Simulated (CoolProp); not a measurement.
A single-stage vapour-compression cycle with R115: evaporating at 200.15 K (dew point), condensing at 234.15 K (bubble point), superheat 0 K, subcooling 5 K, compressor efficiency 0.6, no pressure losses. Each further row changes one setting.

Computed with CoolProp (reference Helmholtz-energy equation of state, Lemmon 2016).

```csv
case,cooling COP,pressure ratio,discharge temperature (K),refrigerating effect (kJ/kg),volumetric capacity (kJ/m³)
as stated,3.18,6.19,258.3,111,172
evaporating temperature 205.15 K,3.91,4.53,253.8,114,236
condensing temperature 229.15 K,3.82,4.92,250.9,116,179
subcooling 10 K,3.32,6.19,258.3,116,179
superheat 10 K,3.19,6.19,269.6,117,172
compressor efficiency 0.5,2.65,6.19,268.6,111,172
```
